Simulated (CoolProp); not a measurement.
A Linde-Hampson liquefier for dry air: isothermal reversible compression at 250 K from 1 atm to 25 MPa, throttling to 1 atm, return gas leaving the recuperator 10 K below the feed. Each further row changes one setting.

Values from CoolProp's reference Helmholtz-energy equation of state, Lemmon 2000. It is a pseudo-pure fit of the blend.

```json
[
 {"case": "as stated", "liquid yield per pass": "0.131", "compression work (kJ/kg of gas)": "387"},
 {"case": "high pressure 50 MPa", "liquid yield per pass": "…", "compression work (kJ/kg of gas)": "444"},
 {"case": "warm-end temperature 280 K", "liquid yield per pass": "…", "compression work (kJ/kg of gas)": "440"},
 {"case": "warm-end gap 15 K", "liquid yield per pass": "…", "compression work (kJ/kg of gas)": "387"}
]
```

Problem. Complete the blanks.

Solution. 
- high pressure 50 MPa, liquid yield per pass: 0.147
- warm-end temperature 280 K, liquid yield per pass: 0.090
- warm-end gap 15 K, liquid yield per pass: 0.119
